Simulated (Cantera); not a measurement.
Feed: 1 mol CF₄, 0.065 mol F₂, 0.2 mol H₂, equilibrated at 0.00133 bar.

Equilibrium computed with Cantera from the NASA thermochemical tables; the gas is ideal and each condensed phase is pure. Candidate condensed phases: C, C₆H₆, C₇H₈, C₈H₁₈; 95 gas species. Gases not in the tables: C₂F₆ and larger saturated fluorocarbons. Rates play no part.

x: gas mole fraction; n: condensed amount in mol.

```tsv
T (°C)	x F	x CF₄	x CF₂	x HF	x CF	x C₃	n C(graphite)
1750	0.189	0.403	0.168	0.232	0.000507	5.01e-9	0
1825	0.333	0.242	0.225	0.191	0.00117	2.26e-8	0
1900	0.465	0.0962	0.276	0.153	0.00290	2.41e-7	0
1975	0.531	0.0253	0.298	0.134	0.00718	4.50e-6	0
2050	0.631	0.00572	0.228	0.121	0.0114	1.91e-5	0.181
2125	0.708	(withheld)	(withheld)	0.113	(withheld)	(withheld)	(withheld)
2200	0.762	0.000226	0.107	0.107	0.0229	0.000244	0.512
2275	0.796	4.36e-5	0.0691	0.103	0.0300	0.000775	0.605
2350	0.814	8.58e-6	0.0441	0.100	0.0381	0.00230	0.642
2425	0.818	(withheld)	(withheld)	0.0977	(withheld)	(withheld)	0.606
2500	0.808	3.57e-7	0.0176	0.0943	0.0559	0.0169	0.451
```

Problem. Fill in the missing entries.

Solution. 
- 2425, x CF₄: 1.73e-6
- 2425, x CF₂: 0.0280
- 2425, x CF: 0.0468
- 2425, x C₃: 0.00643
- 2125, x CF₄: 0.00116
- 2125, x CF₂: 0.160
- 2125, x CF: 0.0167
- 2125, x C₃: 7.11e-5
- 2125, n C(graphite): 0.366
